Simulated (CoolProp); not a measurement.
Properties of decamethyltetrasiloxane (MD2M) along the isotherm 600 K (Tc = 599.4 K, pc = 1.144 MPa, ω = 0.635).

Model: reference Helmholtz-energy equation of state, Thol 2017, in CoolProp.

| p (MPa) | phase | density (kg/m³) | cp (kJ/(kg K)) | cv (kJ/(kg K)) | speed of sound (m/s) | fugacity coefficient |
|---|---|---|---|---|---|---|
| 0.0362 | gas | 2.278 | 2.036 | 2.008 | 126.3 | 0.9899 |
| 0.0643 | gas | 4.079 | 2.038 | 2.008 | 125.3 | 0.9821 |
| 0.114 | gas | 7.339 | 2.041 | 2.009 | 123.5 | 0.9683 |
| 0.203 | gas | 13.43 | 2.048 | 2.011 | 120.2 | 0.9438 |
| 0.362 | gas | 25.31 | 2.064 | 2.015 | 113.7 | 0.9004 |
| 0.643 | gas | 50.84 | 2.119 | 2.026 | 99.38 | 0.8242 |
| 2.03 | supercritical | 471.0 | 2.477 | [?] | 162.3 | 0.4344 |
| 3.62 | supercritical | [?] | 2.341 | 2.058 | 240.0 | 0.2974 |
| 6.43 | supercritical | 556.6 | 2.283 | 2.050 | 320.6 | 0.2317 |
| 11.4 | supercritical | 597.3 | 2.249 | 2.046 | [?] | 0.2232 |

Problem. Some entries are withheld; supply them.

Solution. 
- 2.03, cv (kJ/(kg K)): 2.074
- 3.62, density (kg/m³): 516.5
- 11.4, speed of sound (m/s): 414.4
